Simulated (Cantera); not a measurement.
Equilibrium for tantalum, niobium, vanadium and zirconium in process gases: V + N2O

Input: 1 mol V, 1.4 mol N2O, held at 3.90e-5 bar.

Equilibrium computed with Cantera from the NASA thermochemical tables; the gas is ideal and each condensed phase is pure. Candidate condensed phases: V, VN, VO, V2O3, V2O4, V2O5; 13 gas species. Mutual solubility and eutectic melting of coexisting phases are not modelled. VO: taken at fixed stoichiometry. Condensed phases not in the tables: the oxides between V2O3 and V2O5 other than VO2. Rates play no part.

| T (K) | log p N2 | log p VO2 | log p VO | log p V | n VO(s) | n V2O3(s) | n VO(l) |
|---|---|---|---|---|---|---|---|
| 1948 | -4.49 | -5.24 | -6.07 | -7.97 | 0.412 | 0.150 | 0 |
| 1973 | -4.53 | -5.08 | -5.90 | -7.76 | 0.538 | 0 | 0 |
| 1998 | -4.54 | -5.08 | -5.73 | -7.40 | 0.505 | 0 | 0 |
| 2023 | -4.55 | -5.09 | -5.56 | -7.05 | 0.454 | 0 | 0 |
| 2048 | -4.57 | -5.10 | -5.40 | -6.70 | 0.371 | 0 | 0 |
| 2073 | -4.60 | -5.12 | -5.25 | -6.37 | 0 | 0 | 0.239 |
| 2098 | -4.64 | -5.13 | -5.11 | -6.07 | 0 | 0 | 0.0230 |
| 2123 | -4.64 | -5.13 | -5.10 | -6.04 | 0 | 0 | 0 |
| 2148 | -4.64 | -5.13 | -5.10 | -6.03 | 0 | 0 | 0 |
| 2173 | -4.64 | -5.13 | -5.10 | -6.03 | 0 | 0 | 0 |
| 2198 | -4.64 | -5.13 | -5.11 | -6.02 | 0 | 0 | 0 |
log p: log10 of the partial pressure in bar; n: condensed amount in mol.

At 1948 K the condensed part is VO(s) + V2O3(s). From 1973 K to 2048 K the condensed part is VO(s). From 2073 K to 2098 K the condensed part is VO(l). From 2123 K to 2198 K nothing is condensed. The main V-bearing gas is VO2 at 1948 K and VO at 2198 K.
